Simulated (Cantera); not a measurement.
Equilibrium for hydrogen reduction and annealing atmospheres: PbO + H₂

Feed: 1 mol PbO, 1100 mol H₂, at 0.133 bar.

These are equilibrium values from Cantera (NASA tables, ideal gas, pure condensed phases), not measurements of a reactor. Candidate condensed phases: H₂O, Pb, PbO, PbO₂, Pb₃O₄; 12 gas species. The numbers say what is thermodynamically allowed, not how fast it happens.

```tsv
T (K)	x H₂	x H₂O	x Pb	x H	x OH	x Pb₂	x PbO	n Pb(l)
800	0.999	0.000909	4.61e-7	7.93e-12	<1e-12	<1e-12	<1e-12	0.999
900	0.999	0.000909	1.03e-5	3.20e-10	<1e-12	6.09e-12	<1e-12	0.989
1000	0.999	0.000909	0.000121	6.21e-9	<1e-12	3.83e-10	<1e-12	0.866
1100	0.998	0.000908	0.000908	7.07e-8	<1e-12	1.11e-8	8.72e-12	0
1200	0.998	0.000908	0.000908	5.40e-7	3.92e-12	6.37e-9	2.67e-11	0
1300	0.998	0.000908	0.000908	3.03e-6	3.60e-11	3.99e-9	6.89e-11	0
1400	0.998	0.000908	0.000908	1.33e-5	2.41e-10	2.67e-9	1.56e-10	0
1500	0.998	0.000908	0.000908	4.82e-5	1.25e-9	1.88e-9	3.16e-10	0
1600	0.998	0.000908	0.000908	0.000149	5.30e-9	1.38e-9	5.87e-10	0
1700	0.998	0.000908	0.000908	0.000403	1.90e-8	1.05e-9	1.01e-9	0
```
x: gas mole fraction; n: condensed amount in mol.

From 800 K to 1000 K the condensed part is Pb(l). From 1100 K to 1700 K nothing is condensed. The main Pb-bearing gas is Pb throughout.
